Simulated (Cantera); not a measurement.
A perfectly stirred reactor is fed with NO : N2 = 1 : 0.26 (molar parts), at 11.3 Torr; it is held at 1800 K, and followed from long to short residence time.

Cantera simulation using GRI-Mech 3.0 (53 species, 325 reactions); the numbers are that mechanism's predictions, not measurements. Radical loss at walls, strong at low pressure, is not modelled.

What does this change do: 0.032 parts H2O added?


| quantity | before | after |
|---|---|---|
| x(NO) at τ = 14.0 s | 0.710 | 0.690 |
| x(NO2) at τ = 14.0 s | 8.93e-5 | 8.72e-5 |
| x(N2) at τ = 14.0 s | 0.248 | 0.243 |
| x(N2O) at τ = 14.0 s | 0.000153 | 9.37e-5 |
| x(O2) at τ = 14.0 s | 0.0414 | 0.0416 |
| x(NO) at τ = 0.140 s | 0.793 | 0.773 |
| x(NO2) at τ = 0.140 s | 2.56e-5 | 1.84e-5 |
| x(N2) at τ = 0.140 s | 0.207 | 0.201 |
| x(N2O) at τ = 0.140 s | 0.000130 | 8.44e-5 |
| x(O2) at τ = 0.140 s | 0.000258 | 0.000395 |
